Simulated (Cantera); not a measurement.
Feed: 1 mol SiF4, 95 mol N2, 8.7 mol NH3, at 1225 K and 3.40 mbar.

Cantera equilibrium calculation (NASA polynomials, part measured and part estimated; ideal gas, pure solids and liquids). Candidate condensed phases: Si, Si3N4; 37 gas species. The tables' values for SiF3 are old estimates; treat these amounts as uncertain. The numbers say what is thermodynamically allowed, not how fast it happens.

Base state: N2 0.876, H2 0.115, SiF4 0.00841, HF 0.000947, SiF3 0.000183, SiHF3 4.41e-5 (mole fractions); condensed: Si3N4(s).

Q: What changes in the equilibrium state with this change: NH3 from 8.7 to 1.3 mol?

A: 
| species | before | after |
|---|---|---|
| N2 | 0.876 | 0.970 |
| H2 | 0.115 | 0.0196 |
| SiF4 | 0.00841 | 0.00987 |
| HF | 0.000947 | 0.000414 |
| SiHF3 | 4.41e-5 | 2.02e-5 |
| SiF3 | 0.000183 | 0.000203 |
| Si3N4(s), mol | 0.00672 | 0.00150 |
